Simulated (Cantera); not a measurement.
## Transport properties of process gases

Gas mixture: CO2 : O2 = 0.65 : 0.23 (molar parts), at 500000 Pa, frozen composition.

Cantera's kinetic-theory transport with the Lennard-Jones parameters of GRI-Mech 3.0, ideal gas; thermal conductivity in the mixture-averaged form.

```csv
T (K),ρ (kg/m³),cp (J/kg/K),μ (µPa s),λ (mW/m/K),Pr,D (cm²/s) CH3,D (cm²/s) N2,D (cm²/s) CH4
400,6.14,938.6,20.9,27.3,0.719,0.0635,0.0574,0.0631
500,4.92,1005,25.2,35.2,0.722,0.0948,0.0851,0.0941
600,4.10,1061,29.2,42.8,0.724,0.131,0.117,0.130
700,3.51,1107,32.8,50.1,0.725,0.171,0.152,0.170
800,3.07,1145,36.2,57.1,0.726,0.215,0.191,0.213
900,2.73,1177,39.4,63.9,0.727,0.263,0.233,0.261
```
D: mixture-averaged diffusion coefficient of that species in the mixture.
